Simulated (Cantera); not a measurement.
# HF + H2O (abatement and gas-phase synthesis)

Charge: 1 mol HF, 0.95 mol H2O, at 13300 Pa.

Method: chemical equilibrium by Gibbs-energy minimisation in Cantera with the NASA 1993 tables (ideal gas, pure condensed phases). Candidate condensed phases: H2O; 22 gas species. Kinetics and transport are ignored.

From 1525 K to 1975 K nothing is condensed.

```
T (K)   x HF  x H2O      x H2      x O2      x OH       x H
-----  -----  -----  --------  --------  --------  --------
1525   0.513  0.487  0.000300  0.000136   5.65e-5   1.12e-6
1575   0.513  0.487  0.000457  0.000206   9.41e-5   2.43e-6
1625   0.513  0.486  0.000679  0.000302  0.000152   5.03e-6
1675   0.513  0.486  0.000985  0.000434  0.000238   9.98e-6
1725   0.512  0.485   0.00140  0.000610  0.000364   1.90e-5
1775   0.512  0.484   0.00195  0.000842  0.000542   3.50e-5
1825   0.512  0.483   0.00266   0.00114  0.000790   6.22e-5
1875   0.512  0.482   0.00357   0.00152   0.00113  0.000107
1925   0.511  0.480   0.00472   0.00199   0.00158  0.000180
1975   0.511  0.478   0.00616   0.00257   0.00218  0.000294
```
x: gas mole fraction; nothing condenses.
